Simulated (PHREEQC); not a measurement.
Dissolve 0.24 mol Cu(NO3)2 per kg of water at 25 °C. Closed to the air; pH follows from the charge balance.

All values are PHREEQC results (ion-association model, wateq4f.dat), not measurements.

Question: The ionic strength comes out as 0.720 mol/kgw. What activity coefficients do H+, NO3-, Cu2(OH)2+2, Cu+2, CuOH+ get?

Answer: H+ 0.75, NO3- 0.58, Cu2(OH)2+2 0.32, Cu+2 0.22, CuOH+ 0.62.

This is a speciation only: nothing precipitates in the calculation. The ionic strength is past about 0.7 mol/kgw, beyond the range of this activity model, so the values are rough.
